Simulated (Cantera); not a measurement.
A closed system holds: 1 mol MgF₂, 1.7 mol O₂, 1.6 mol N₂, equilibrated at 0.00368 Torr.

Method: chemical equilibrium by Gibbs-energy minimisation in Cantera with the NASA 1993 tables (ideal gas, pure condensed phases). Candidate condensed phases: Mg, MgF₂, MgO; 24 gas species. Equilibrium is a limit: real reactors are often held back by kinetics, nucleation or transport.

### Question
At 1348 K, list the 6 most abundant gas species with their mole fractions, and the condensed phases.

### Answer
O₂ 0.395, N₂ 0.372, MgF₂ 0.233, NO 0.000504, O 0.000116, F 2.56e-5. Condensed: gas only.
